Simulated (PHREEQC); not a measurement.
**Hard or scaling water**

Solution (40 °C): 46 mmol/kgw SrCl2 and 18 mmol/kgw NaCl. Closed to the air; pH follows from the charge balance.

Computed with PHREEQC (ion-association model, phreeqc.dat).

No solid was allowed to form.

Problem. Estimate the specific conductance, density.

Solution. specific conductance 15000 µS/cm; density 0.999 g/cm³.

Species that the database lacks are ignored. Constants without temperature data keep their 25 °C values here.
